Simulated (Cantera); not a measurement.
Feed: 1 mol SiC, 3.4 mol H2O, 1.5 mol H2, held at 95.0 Pa.

These are equilibrium values from Cantera (NASA tables, ideal gas, pure condensed phases), not measurements of a reactor. Candidate condensed phases: C, C6H6, C7H8, C8H18, H2O, Si, SiC, SiO2; 123 gas species. The tables hold silica as quartz up to 1696 K and as liquid above; real silica turns to tridymite and cristobalite and melts near 1996 K. The numbers say what is thermodynamically allowed, not how fast it happens.

Task: What share of the Si ends up in condensed phases as a function of T (°C), at 727, 927, 1127, 1327, 1527, 1727, 1927?

Result: 
```json
[
 {"T (°C)": "727", "Si condensed (%)": "100.0", "as": "SiO2(β-quartz)"},
 {"T (°C)": "927", "Si condensed (%)": "100.0", "as": "SiO2(β-quartz)"},
 {"T (°C)": "1127", "Si condensed (%)": "100.0", "as": "SiO2(β-quartz)"},
 {"T (°C)": "1327", "Si condensed (%)": "99.8", "as": "SiO2(β-quartz)"},
 {"T (°C)": "1527", "Si condensed (%)": "87.6", "as": "SiO2(condensed)"},
 {"T (°C)": "1727", "Si condensed (%)": "0.0", "as": "-"},
 {"T (°C)": "1927", "Si condensed (%)": "0.0", "as": "-"}
]
```
